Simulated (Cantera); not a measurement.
Charge: 1 mol Ti(OiPr)₄, 15 mol O₂, 4 mol H₂, equilibrated at 1775 K and 6.60 Torr.

Equilibrium computed with Cantera from the NASA thermochemical tables; the gas is ideal and each condensed phase is pure. Candidate condensed phases: C, C₆H₆, C₇H₈, C₈H₁₈, H₂O, Ti, TiC, TiO, TiO₂, Ti₂O₃, Ti₃O₅, Ti₄O₇; 113 gas species. The feed counts by its element totals alone. The numbers say what is thermodynamically allowed, not how fast it happens.

Base state: H₂O 0.469, CO 0.203, CO₂ 0.197, H₂ 0.130, H 0.00111, OH 0.000250 (mole fractions); condensed: TiO₂(rutile).

Problem. What changes in the equilibrium state with this change: temperature from 1775 K to 1923 K?

Solution. 
| species | before | after |
|---|---|---|
| H₂O | 0.469 | 0.474 |
| CO | 0.203 | 0.209 |
| CO₂ | 0.197 | 0.190 |
| H₂ | 0.130 | 0.122 |
| O₂ | 2.68e-6 | 4.26e-5 |
| O | 1.67e-6 | 2.52e-5 |
| OH | 0.000250 | 0.00117 |
| H | 0.00111 | 0.00351 |
| TiO₂(rutile), mol | 1.000 | 1.000 |
